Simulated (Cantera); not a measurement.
**Adiabatic ignition**

An adiabatic, constant-volume homogeneous reactor starts with 2.97 % C3H8, 20.4 % O2, 76.7 % N2, at 1250 K and 3750 Torr.

Detailed kinetics in Cantera: GRI-Mech 3.0 (53 species, 325 reactions). GRI-Mech 3.0 was tuned for natural gas; its chemistry of propane as a main component is partial and can be far from experiment.

```tsv
t (s)	T (K)	P (bar)	x C3H8	x O2	x HCN	x C2H6	x CH2CO	x C2H2	x H2O
9.00e-6	1250	5.00	0.0297	0.204	<1e-12	6.80e-8	7.99e-11	9.09e-12	9.58e-7
2.09e-5	1250	5.00	0.0297	0.204	<1e-12	9.68e-7	1.55e-9	1.39e-10	6.64e-6
4.83e-5	1250	5.00	0.0296	0.203	<1e-12	1.30e-5	3.74e-8	2.99e-9	4.66e-5
0.000112	1250	5.00	0.0293	0.203	<1e-12	7.62e-5	4.70e-7	3.66e-8	0.000181
0.000260	1251	5.01	0.0285	0.203	<1e-12	0.000238	3.77e-6	2.90e-7	0.000547
0.000601	1257	5.05	0.0259	0.201	<1e-12	0.000688	3.76e-5	2.83e-6	0.00200
0.00139	2824	11.8	<1e-12	0.0496	5.15e-10	<1e-12	<1e-12	<1e-12	0.103
0.00323	2819	11.8	<1e-12	0.0482	5.63e-10	<1e-12	<1e-12	<1e-12	0.103
0.00748	2819	11.8	<1e-12	0.0482	5.63e-10	<1e-12	<1e-12	<1e-12	0.103
0.0173	2819	11.8	<1e-12	0.0482	5.63e-10	<1e-12	<1e-12	<1e-12	0.103
0.0402	2819	11.8	<1e-12	0.0482	5.63e-10	<1e-12	<1e-12	<1e-12	0.103
0.0931	2819	11.8	<1e-12	0.0482	5.63e-10	<1e-12	<1e-12	<1e-12	0.103
0.216	2819	11.8	<1e-12	0.0482	5.63e-10	<1e-12	<1e-12	<1e-12	0.103
0.500	2819	11.8	<1e-12	0.0482	5.63e-10	<1e-12	<1e-12	<1e-12	0.103
```
x: mole fraction; the columns are a selection and need not sum to one.

```json
{
  "time_of_steepest_temperature_rise": "0.963 ms",
  "temperature at 0.500 s": "2819 K",
  "equilibrium_temperature": "2819 K",
  "x(C3H8) at 0.500 s": "<1e-12 (gas-phase equilibrium <1e-12)",
  "x(O2) at 0.500 s": "0.0482 (gas-phase equilibrium 0.0482)",
  "x(HCN) at 0.500 s": "5.63e-10 (gas-phase equilibrium 5.63e-10)"
}
```
